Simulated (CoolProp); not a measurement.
Chlorine along the isobar 200 bar: Z from the reference equation and from simpler models built on Tc = 143.7 °C, pc = 76.42 bar, ω = 0.070; each cubic takes its own stable root.

Model: reference Helmholtz-energy equation of state, Thol 2021, in CoolProp.

| T (°C) | phase | reference | Redlich-Kwong | Peng-Robinson |
|---|---|---|---|---|
| -49.45 | liquid | 0.4668 | 0.5033 | … |
| -33.55 | liquid | 0.4468 | 0.4805 | 0.4284 |
| -17.55 | liquid | 0.4297 | 0.4615 | 0.4106 |
| -1.65 | liquid | … | … | 0.3961 |
| 14.35 | liquid | 0.4033 | 0.4331 | … |
| 30.25 | liquid | 0.3935 | … | 0.3747 |
| 46.25 | liquid | … | … | 0.3677 |
| 62.15 | liquid | 0.3795 | 0.4103 | 0.3630 |

Question: Fill in the missing entries.

Answer: 
- -49.45, Peng-Robinson: 0.4495
- -1.65, reference: 0.4154
- -1.65, Redlich-Kwong: 0.4459
- 14.35, Peng-Robinson: 0.3841
- 30.25, Redlich-Kwong: 0.4231
- 46.25, reference: 0.3855
- 46.25, Redlich-Kwong: 0.4155
